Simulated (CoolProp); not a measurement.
A simple Rankine cycle with n-heptane: condensing at 308.15 K, boiler at 0.0424 MPa, turbine inlet 359.4 K, turbine efficiency 0.6, pump efficiency 0.8, no recuperator. Each further row changes one setting.

Model: reference Helmholtz-energy equation of state, Span 2003, in CoolProp. It is a short technical equation, of lower accuracy than the large ones.

```
case                             thermal efficiency (%)  net work (kJ/kg)  heat in (kJ/kg)  turbine exit temperature (K)  volume ratio over the turbine
-------------------------------  ----------------------  ----------------  ---------------  ----------------------------  -----------------------------
as stated                                           5.5              24.9              450                         345.1                           4.22
turbine inlet 379.4 K                               5.4              26.4              489                         365.2                           4.21
condensing temperature 300.15 K                     6.7              31.1       (withheld)                    (withheld)                           6.12
boiler pressure 0.0297 MPa                   (withheld)              19.0       (withheld)                    (withheld)                           2.96
turbine efficiency 0.5                              4.6              20.7              450                         347.3                           4.24
```

### Question
Some entries are withheld; supply them.

### Answer

- condensing temperature 300.15 K, heat in (kJ/kg): 468
- condensing temperature 300.15 K, turbine exit temperature (K): 341.6
- boiler pressure 0.0297 MPa, thermal efficiency (%): 4.2
- boiler pressure 0.0297 MPa, heat in (kJ/kg): 451
- boiler pressure 0.0297 MPa, turbine exit temperature (K): 348.7
